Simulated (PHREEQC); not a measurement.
Consider water at 25 °C with 0.00089 mol/kgw CaSO4, 0.015 mol/kgw Na2SO4 and 7e-06 mol/kgw H4SiO4. Closed to the air; pH follows from the charge balance.

Computed with PHREEQC (ion-association model, phreeqc.dat).

```csv
quantity,before,after
pH,7.08,10.43
ionic strength (mol/kgw),0.0452,0.0455
Na+ (mol/kgw),0.0290,0.0290
SO4-2 (mol/kgw),0.0146,0.0145
NaSO4- (mol/kgw),0.00100,0.000997
Ca+2 (mol/kgw),0.000560,0.000560
SI of Gypsum (CaSO4:2H2O),-1.15,-1.15
SI of Quartz (SiO2),-1.17,-1.94
```

What was changed between the two runs?
(A) 0.0041 mol/kgw NH3 added
(B) CaSO4 from 0.00089 to 0.000445 mol/kgw
(C) diluted 5-fold with water
(D) temperature from 25 to 80 °C

A, 0.0041 mol/kgw NH3 added

This is a speciation only: nothing precipitates in the calculation.
